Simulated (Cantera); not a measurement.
Counterflow diffusion flame

A counterflow diffusion flame at 0.296 atm, nozzles 20 mm apart: fuel side 45.5 % CH4, 54.5 % H2 at 425 K, oxidiser side 20.0 % O2, 80.0 % N2 at 623 K, fuel mass flux 0.62 times the oxidiser's; mixture-averaged transport, no radiation.

Computed with Cantera and GRI-Mech 3.0 (53 species, 325 reactions). GRI-Mech 3.0 has no aromatics or soot, which form on the fuel side of real flames. The maximum strain rate includes the flame's own expansion and is several times the mean. A flux with no burning solution from the previous one only brackets extinction.

```json
[
 {"oxidiser flux (kg/m²/s)": "0.18", "max strain (1/s)": "469", "mean strain (1/s)": "132", "T max (K)": "2013", "peak x OH": "0.0122", "peak x H": "0.0185", "peak x NO": "0.000104", "peak x CO": "0.0386", "peak x C2H2": "0.0111"},
 {"oxidiser flux (kg/m²/s)": "0.26", "max strain (1/s)": "655", "mean strain (1/s)": "191", "T max (K)": "1984", "peak x OH": "0.0116", "peak x H": "0.0193", "peak x NO": "8.35e-5", "peak x CO": "0.0376", "peak x C2H2": "0.0108"},
 {"oxidiser flux (kg/m²/s)": "0.36", "max strain (1/s)": "885", "mean strain (1/s)": "265", "T max (K)": "1964", "peak x OH": "0.0111", "peak x H": "0.0201", "peak x NO": "6.84e-5", "peak x CO": "0.0373", "peak x C2H2": "0.0105"},
 {"oxidiser flux (kg/m²/s)": "0.52", "max strain (1/s)": "1250", "mean strain (1/s)": "382", "T max (K)": "1940", "peak x OH": "0.0104", "peak x H": "0.0208", "peak x NO": "5.25e-5", "peak x CO": "0.0372", "peak x C2H2": "0.00986"},
 {"oxidiser flux (kg/m²/s)": "0.74", "max strain (1/s)": "1730", "mean strain (1/s)": "544", "T max (K)": "1912", "peak x OH": "0.00969", "peak x H": "0.0213", "peak x NO": "3.84e-5", "peak x CO": "0.0373", "peak x C2H2": "0.00888"},
 {"oxidiser flux (kg/m²/s)": "1", "max strain (1/s)": "2300", "mean strain (1/s)": "735", "T max (K)": "1884", "peak x OH": "0.00891", "peak x H": "0.0213", "peak x NO": "2.77e-5", "peak x CO": "0.0378", "peak x C2H2": "0.00771"},
 {"oxidiser flux (kg/m²/s)": "1.5", "max strain (1/s)": "3350", "mean strain (1/s)": "1100", "T max (K)": "1833", "peak x OH": "0.00758", "peak x H": "0.0207", "peak x NO": "1.53e-5", "peak x CO": "0.0387", "peak x C2H2": "0.00558"},
 {"oxidiser flux (kg/m²/s)": "2.1", "max strain (1/s)": "4550", "mean strain (1/s)": "1540", "T max (K)": "1769", "peak x OH": "0.00611", "peak x H": "0.0189", "peak x NO": "7.25e-6", "peak x CO": "0.0392", "peak x C2H2": "0.00340"}
]
```
x: mole fraction; the columns are a selection and need not sum to one.

At the next flux tried, 3 kg/m²/s, no burning solution was found from the previous one.
